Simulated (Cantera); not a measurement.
Gas mixture: 100 % O2, at 1.43 Torr, frozen composition.

Cantera's kinetic-theory transport with the Lennard-Jones parameters of GRI-Mech 3.0, ideal gas; thermal conductivity in the multicomponent form.

D: mixture-averaged diffusion coefficient of that species in the mixture.

```
T (K)  ρ (kg/m³)  cp (J/kg/K)  μ (µPa s)  λ (mW/m/K)     Pr  D (cm²/s) CH3  D (cm²/s) C2H2  D (cm²/s) O
-----  ---------  -----------  ---------  ----------  -----  -------------  --------------  -----------
400      0.00183        941.4       25.6         ___  0.712            202             149          290
650      0.00112         1017       36.0         ___  0.710            467             349          661
900     0.000812         1074       44.7         ___  0.709            809             609         1140
1150    0.000636         1109       52.5         ___  0.709           1220             920         1720
1400    0.000522         1134       59.7         ___  0.708           1690            1280         2380
1650    0.000443         1155       66.4         ___  0.708           2230            1680         3120
1900    0.000385         1174       72.7         ___  0.707           2810            2130         3940
2150    0.000340         1192       78.8         ___  0.707           3450            2610         4840
2400    0.000305         1209       84.6         ___  0.707           4140            3130         5810
```

### Question
Complete the blanks.

### Answer

- 400, λ (mW/m/K): 33.9
- 650, λ (mW/m/K): 51.6
- 900, λ (mW/m/K): 67.7
- 1150, λ (mW/m/K): 82.1
- 1400, λ (mW/m/K): 95.6
- 1650, λ (mW/m/K): 108
- 1900, λ (mW/m/K): 121
- 2150, λ (mW/m/K): 133
- 2400, λ (mW/m/K): 145
